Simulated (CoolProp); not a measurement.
Computed with CoolProp (reference Helmholtz-energy equation of state, de Reuck 1990).

**Question.** Give the vapour pressure (kPa), liquid density (kg/m³), enthalpy of vaporisation (kJ/kg), liquid cp (kJ/(kg K)) of saturated fluorine at 119.7, 124.5, 134.2 K.

**Answer.** 
| T (K) | p (kPa) | liquid density (kg/m³) | enthalpy of vaporisation (kJ/kg) | liquid cp (kJ/(kg K)) |
|---|---|---|---|---|
| 119.7 | 1610 | 1210 | 128 | 1.85 |
| 124.5 | 2080 | 1160 | 118 | 2.00 |
| 134.2 | 3350 | 1020 | 91.0 | 2.76 |
